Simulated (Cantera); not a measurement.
An isothermal plug-flow reactor at 875 K and 4.93 atm (inlet), inlet velocity 4.4 m/s, active area per volume 3300 1/m; feed CH4 : O2 : N2 : H2O = 0.005 : 0.12 : 0.79 : 0.012 (molar parts).

Computed with Cantera and Deutschmann's 1995 Pt surface mechanism with GRI-Mech 3.0 gas chemistry. Catalytic surfaces can have several steady states; this one follows from the mechanism file's or the stated starting coverage. Mass transfer to the wall is taken as infinitely fast.

What does this change do: area per volume 3300 to 16000 1/m?


```tsv
quantity	before	after
x(CH4) at z = 0.09 m	0.00483	0.00313
x(O2) at z = 0.09 m	0.128	0.125
x(H2O) at z = 0.09 m	0.0141	0.0175
x(CO2) at z = 0.09 m	0.000564	0.00225
x(CO) at z = 0.09 m	8.86e-7	5.77e-7
θ(free Pt) at the exit	0.0400	0.0403
θ(O*) at the exit	0.956	0.955
θ(OH*) at the exit	0.00384	0.00429
```

What does this change do: inlet velocity 4.4 to 0.96 m/s?


| quantity | before | after |
|---|---|---|
| x(CH4) at z = 0.09 m | 0.00483 | 0.00321 |
| x(O2) at z = 0.09 m | 0.128 | 0.125 |
| x(H2O) at z = 0.09 m | 0.0141 | 0.0173 |
| x(CO2) at z = 0.09 m | 0.000564 | 0.00216 |
| x(CO) at z = 0.09 m | 8.86e-7 | 6.04e-7 |
| θ(free Pt) at the exit | 0.0400 | 0.0403 |
| θ(O*) at the exit | 0.956 | 0.955 |
| θ(OH*) at the exit | 0.00384 | 0.00427 |
